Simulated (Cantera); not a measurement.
A perfectly stirred reactor is fed with 8.23 % CH3OH, 19.3 % O2, 72.5 % N2, equivalence ratio 0.64, at 6830 Torr; it is adiabatic with a 350 K inlet, and is followed from long to short residence time, starting on the burning branch (τ in s: 0.047, 0.023, 0.012, 0.006, 0.003, 0.0015, 0.00077, 0.00039, 0.0002, 9.9e-05, 5e-05).

Computed with Cantera and GRI-Mech 3.0 (53 species, 325 reactions). GRI-Mech 3.0 was tuned for natural gas; its chemistry of methanol as a main component is partial and can be far from experiment.

One state of this run: T (K) = 1777; x CH3OH = 9.61e-5; x O2 = 0.0690; x HO2 = 5.12e-5; x H2O2 = 1.45e-6; x HCO = 1.18e-6; x H2O = 0.156. x: mole fraction; the columns are a selection and need not sum to one.

Which value of τ (s) does it belong to?
A) 0.00039
B) 0.00020
C) 0.012
D) 9.9e-5

A, 0.00039
